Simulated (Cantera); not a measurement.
Charge: 1 mol TiCl₄, 0.48 mol O₂, equilibrated at 1352 °C and 80.0 Pa.

Method: chemical equilibrium by Gibbs-energy minimisation in Cantera with the NASA 1993 tables (ideal gas, pure condensed phases). Candidate condensed phases: Ti, TiCl₂, TiCl₃, TiCl₄, TiO, TiO₂, Ti₂O₃, Ti₃O₅, Ti₄O₇; 15 gas species. Kinetics and transport are ignored.

Base state: Cl 0.755, TiCl₄ 0.203, Cl₂ 0.0282, TiCl₃ 0.0129, TiOCl₂ 0.00140 (mole fractions); condensed: TiO₂(rutile).

Task: What changes in the equilibrium state with this change: pressure from 80.0 Pa to 100000 Pa?

Result: 
```csv
species,before,after
Cl₂,0.0282,0.566
TiCl₄,0.203,0.336
Cl,0.755,0.0957
TiCl₃,0.0129,0.000135
O₂,7.13e-6,0.00173
ClO,1.21e-6,8.45e-5
"TiO₂(rutile), mol",0.478,0.477
```
